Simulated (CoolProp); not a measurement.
Properties of ammonia along the isobar 4.02 bar.

Model: reference Helmholtz-energy equation of state, Gao 2020, in CoolProp.

```tsv
T (K)	phase	cv (kJ/(kg K))	speed of sound (m/s)	conductivity (mW/(m K))
332.2	gas	1.747	450.7	28.7
344.8	gas	1.750	459.6	30.1
357.5	gas	1.758	468.1	31.7
370.2	gas	1.771	476.4	33.3
382.9	gas	1.787	484.4	35.1
395.5	gas	1.805	492.2	36.8
408.2	gas	1.824	499.7	38.7
420.9	gas	1.845	507.2	40.6
433.6	gas	1.866	514.4	42.6
446.3	gas	1.888	521.5	44.6
458.9	gas	1.909	528.4	46.6
471.6	gas	1.932	535.2	48.7
484.3	gas	1.954	541.9	50.7
497	gas	1.977	548.5	52.8
509.7	gas	1.999	555.0	54.9
```

Thermal conductivity comes from a separate model (Tufeu 1984).
